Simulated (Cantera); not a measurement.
# Diamond growth

A diamond (100) surface in a fixed gas of H2 with x(CH4) = 0.006, x(CH3) = 0.00041, at 1400 K, 5400 Pa; coverages are run to steady state.

Cantera simulation using the Harris–Goodwin 1993 mechanism for the reconstructed diamond (100) surface; the numbers are that mechanism's predictions, not measurements.

```csv
x(H),growth (µm/h),θ c6HH,θ c6H*,θ c6*H,θ c6**,θ c6HM
0.0001,0.0199,0.712,0.0281,0.257,0.00313,4.98e-5
0.00023,0.123,0.576,0.0408,0.373,0.00919,7.36e-5
0.00052,0.519,0.467,0.0504,0.461,0.0203,9.59e-5
0.0012,1.53,0.395,0.0559,0.511,0.0353,0.000119
0.0027,3.04,0.358,0.0583,0.533,0.0487,0.000142
0.0063,4.73,0.338,0.0593,0.543,0.0584,0.000160
0.014,6.33,0.330,0.0598,0.546,0.0636,0.000169
0.033,8.56,0.326,0.0602,0.547,0.0664,0.000166
0.075,12.1,0.324,0.0607,0.547,0.0677,0.000151
```
θ: site fractions in the mechanism's names (c6HH fully hydrogenated, c6H* and c6*H radical sites, c6** diradical, c6HM methylated).
